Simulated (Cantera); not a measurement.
**Thermodynamics of tantalum, niobium, vanadium and zirconium in process gases, feed Zr + H₂O + H₂**

Charge: 1 mol Zr, 1.6 mol H₂O, 16 mol H₂, held at 340000 Pa.

Method: chemical equilibrium by Gibbs-energy minimisation in Cantera with the NASA 1993 tables (ideal gas, pure condensed phases). Candidate condensed phases: H₂O, Zr, ZrO₂; 12 gas species. Mutual solubility and eutectic melting of coexisting phases are not modelled. Condensed phases not in the tables: N, O or C dissolved in the metal. Equilibrium is a limit: real reactors are often held back by kinetics, nucleation or transport.

```
T (°C)  log p H₂  log p H  log p ZrO  log p H₂O  log p Zr  log p ZrO₂  log p OH  log p O  n Zr(β)  n ZrO₂(tetragonal)  n Zr(l)  n ZrO₂(s)
------  --------  -------  ---------  ---------  --------  ----------  --------  -------  -------  ------------------  -------  ---------
1375        0.53    -3.78     -10.72      -7.05      <-11        <-11      <-11     <-11    0.200               0.800        0          0
1475        0.53    -3.38      -9.60      -6.53    -10.88        <-11      <-11     <-11    0.200               0.800        0          0
1575        0.53    -3.01      -8.61      -6.06     -9.90        <-11    -10.74     <-11    0.200               0.800        0          0
1675        0.53    -2.68      -7.71      -5.64     -9.03      -11.02     -9.90     <-11    0.200               0.800        0          0
1775        0.53    -2.38      -6.91      -5.26     -8.24      -10.01     -9.14     <-11    0.200               0.800        0          0
1875        0.53    -2.11      -6.19      -4.92     -7.53       -9.09     -8.45   -11.25        0               0.800    0.200          0
1975        0.53    -1.87      -5.54      -4.60     -6.91       -8.25     -7.82   -10.38        0               0.800    0.200          0
2075        0.53    -1.64      -4.95      -4.30     -6.33       -7.49     -7.24    -9.58        0               0.800    0.200          0
2175        0.53    -1.44      -4.41      -4.03     -5.81       -6.79     -6.71    -8.85        0               0.800    0.200          0
2275        0.52    -1.25      -3.91      -3.78     -5.33       -6.15     -6.21    -8.17        0               0.799    0.200          0
2375        0.52    -1.07      -3.45      -3.55     -4.88       -5.56     -5.76    -7.55        0                   0    0.200      0.798
2475        0.52    -0.91      -3.02      -3.34     -4.47       -5.01     -5.34    -6.97        0                   0    0.199      0.796
```
log p: log10 of the partial pressure in bar; n: condensed amount in mol.

From 1375 °C to 1775 °C the condensed part is Zr(β) + ZrO₂(tetragonal). From 1875 °C to 2275 °C the condensed part is Zr(l) + ZrO₂(tetragonal). From 2375 °C to 2475 °C the condensed part is Zr(l) + ZrO₂(s).
